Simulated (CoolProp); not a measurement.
Saturation properties of sulfur hexafluoride (Tc = 45.6 °C, pc = 37.55 bar, ω = 0.210).

Computed with CoolProp (reference Helmholtz-energy equation of state, Guder 2009).

```json
[
 {"T (°C)": "-43.55", "p (bar)": "2.966", "vapour density (kg/m³)": "24.76", "enthalpy of vaporisation (kJ/kg)": "?", "liquid viscosity (µPa s)": "376", "liquid conductivity (mW/(m K))": "74.9"},
 {"T (°C)": "-37.65", "p (bar)": "3.727", "vapour density (kg/m³)": "30.83", "enthalpy of vaporisation (kJ/kg)": "105.4", "liquid viscosity (µPa s)": "344", "liquid conductivity (mW/(m K))": "?"},
 {"T (°C)": "-31.75", "p (bar)": "4.628", "vapour density (kg/m³)": "38.03", "enthalpy of vaporisation (kJ/kg)": "102.6", "liquid viscosity (µPa s)": "313", "liquid conductivity (mW/(m K))": "71.6"},
 {"T (°C)": "-25.85", "p (bar)": "5.682", "vapour density (kg/m³)": "46.51", "enthalpy of vaporisation (kJ/kg)": "99.63", "liquid viscosity (µPa s)": "285", "liquid conductivity (mW/(m K))": "69.9"},
 {"T (°C)": "-20.05", "p (bar)": "6.883", "vapour density (kg/m³)": "56.29", "enthalpy of vaporisation (kJ/kg)": "?", "liquid viscosity (µPa s)": "259", "liquid conductivity (mW/(m K))": "68.1"},
 {"T (°C)": "-14.15", "p (bar)": "8.289", "vapour density (kg/m³)": "67.94", "enthalpy of vaporisation (kJ/kg)": "93.18", "liquid viscosity (µPa s)": "235", "liquid conductivity (mW/(m K))": "66.3"},
 {"T (°C)": "-8.25", "p (bar)": "9.896", "vapour density (kg/m³)": "81.60", "enthalpy of vaporisation (kJ/kg)": "89.57", "liquid viscosity (µPa s)": "213", "liquid conductivity (mW/(m K))": "64.4"},
 {"T (°C)": "-2.35", "p (bar)": "11.72", "vapour density (kg/m³)": "?", "enthalpy of vaporisation (kJ/kg)": "85.67", "liquid viscosity (µPa s)": "192", "liquid conductivity (mW/(m K))": "62.5"},
 {"T (°C)": "3.55", "p (bar)": "13.79", "vapour density (kg/m³)": "116.6", "enthalpy of vaporisation (kJ/kg)": "?", "liquid viscosity (µPa s)": "174", "liquid conductivity (mW/(m K))": "60.5"},
 {"T (°C)": "9.45", "p (bar)": "16.11", "vapour density (kg/m³)": "139.1", "enthalpy of vaporisation (kJ/kg)": "76.76", "liquid viscosity (µPa s)": "156", "liquid conductivity (mW/(m K))": "58.5"}
]
```

**Question.** Fill in the missing entries.

**Answer.** 
- -43.55, enthalpy of vaporisation (kJ/kg): 108.0
- -37.65, liquid conductivity (mW/(m K)): 73.3
- -20.05, enthalpy of vaporisation (kJ/kg): 96.54
- -2.35, vapour density (kg/m³): 97.65
- 3.55, enthalpy of vaporisation (kJ/kg): 81.42

Viscosity comes from a separate model (Quiñones-Cisneros 2012). Thermal conductivity comes from a separate model (Assael 2012).
